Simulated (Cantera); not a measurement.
# Low-pressure radical oxidation in H2/O2

An isothermal, constant-pressure homogeneous reactor starts with 25.4 % H₂, 74.6 % O₂, at 923 K and 6.68 Torr.

Computed with Cantera and the H2/O2 subset of GRI-Mech 3.0, which has no nitrogen chemistry. Radical loss at walls, strong at low pressure, is not modelled. Below about 950 K walls govern HO2 and H2O2 in real vessels. The temperature is held fixed by assumption; the heat of reaction is taken as removed at once.

```
t (s)         x H₂   x O₂     x H₂O     x HO₂      x OH       x O    x H₂O₂
--------  --------  -----  --------  --------  --------  --------  --------
0.000700     0.254  0.746  1.15e-10  8.96e-11  1.58e-11  4.75e-11    <1e-12
0.00157      0.254  0.746   1.70e-9  2.24e-10  1.52e-10  4.83e-10    <1e-12
0.00351      0.254  0.746   1.94e-7   3.59e-9   1.56e-8   4.97e-8  1.31e-12
0.00787      0.246  0.743   0.00550   4.99e-6  0.000421   0.00134   1.16e-8
0.0176      0.0111  0.684     0.245   1.55e-5   0.00348    0.0162   3.29e-7
0.0395     0.00164  0.707     0.287   1.30e-5  0.000892   0.00203   4.30e-7
0.0886    0.000271  0.709     0.290   5.54e-6  0.000245  0.000243   3.03e-7
0.198      5.51e-5  0.709     0.290   1.80e-6  0.000103   4.38e-5   1.75e-7
0.445      1.09e-5  0.709     0.291   5.17e-7   4.98e-5   9.79e-6   9.04e-8
0.996      2.00e-6  0.709     0.291   1.47e-7   2.58e-5   2.54e-6   4.54e-8
2.23       3.71e-7  0.709     0.291   4.58e-8   1.42e-5   7.63e-7   2.29e-8
5.00       8.63e-8  0.709     0.291   1.62e-8   8.29e-6   2.62e-7   1.19e-8
```
x: mole fraction; the columns are a selection and need not sum to one.

Equilibrium at this temperature and pressure: H₂ 2.68e-11, O₂ 0.709, H₂O 0.291, HO₂ 3.20e-10, OH 1.70e-7, O 1.12e-10, H₂O₂ 2.24e-11 (gas phase only).
